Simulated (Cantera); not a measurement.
## Thermodynamics of silicates and aluminates, feed SiO2 + Al2O3 + O2

Input: 1 mol SiO2, 0.19 mol Al2O3, 0.72 mol O2, at 56.0 Pa.

These are equilibrium values from Cantera (NASA tables, ideal gas, pure condensed phases), not measurements of a reactor. Candidate condensed phases: Al, Al2O3, Al2SiO5, Al6Si2O13, Si, SiO2; 14 gas species. Mutual solubility and eutectic melting of coexisting phases are not modelled. The tables hold silica as quartz up to 1696 K and as liquid above; real silica turns to tridymite and cristobalite and melts near 1996 K. Condensed phases not in the tables: alloys, solid solutions and most ternary compounds. Equilibrium is a limit: real reactors are often held back by kinetics, nucleation or transport.

```csv
T (K),x O2,x O,x SiO2,x SiO,n Al6Si2O13(mullite),n SiO2(β-quartz),n SiO2(condensed)
1625,0.999,0.000822,1.46e-7,3.20e-8,0.0633,0.873,0
1650,0.999,0.00109,2.82e-7,7.75e-8,0.0633,0.873,0
1675,0.999,0.00144,5.36e-7,1.83e-7,0.0633,0.873,0
1700,0.998,0.00189,9.96e-7,4.19e-7,0.0633,0,0.873
1725,0.998,0.00245,1.81e-6,9.32e-7,0.0633,0,0.873
1750,0.997,0.00316,3.22e-6,2.02e-6,0.0633,0,0.873
1775,0.996,0.00404,5.64e-6,4.30e-6,0.0633,0,0.873
```
x: gas mole fraction; n: condensed amount in mol.

From 1625 K to 1675 K the condensed part is Al6Si2O13(mullite) + SiO2(β-quartz). From 1700 K to 1775 K the condensed part is Al6Si2O13(mullite) + SiO2(condensed).
